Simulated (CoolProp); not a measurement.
CF4 (R14) along the isobar 3.54 MPa: Z from the reference equation and from simpler models built on Tc = 227.4 K, pc = 3.762 MPa, ω = 0.178; each cubic takes its own stable root.

Computed with CoolProp (reference Helmholtz-energy equation of state, Platzer 1990). This equation is an older, rougher fit; its heat capacities, sound speeds and derivatives of the liquid may be far off and weren't checked against measurements.

```tsv
T (K)	phase	reference
215.6	liquid	0.1562
220.4	liquid	0.1646
230	gas	0.5509
234.8	gas	0.6138
239.6	gas	0.6579
244.4	gas	0.6923
249.2	gas	0.7205
254	gas	0.7445
258.8	gas	0.7652
263.6	gas	0.7833
268.4	gas	0.7995
273.2	gas	0.8140
278	gas	0.8271
282.8	gas	0.8389
```

Question: How far does each simpler model (Redlich-Kwong, Soave-Redlich-Kwong, Peng-Robinson) lie from the reference over these 14 states: mean and median of the absolute difference, and the worst?

Answer: 
- Redlich-Kwong: mean 3.9 %, median 1.7 %, worst +19.9 % at 220.4 K and 3.54 MPa
- Soave-Redlich-Kwong: mean 2.8 %, median 0.7 %, worst +16.7 % at 220.4 K and 3.54 MPa
- Peng-Robinson: mean 2.9 %, median 2.9 %, worst +4.4 % at 220.4 K and 3.54 MPa
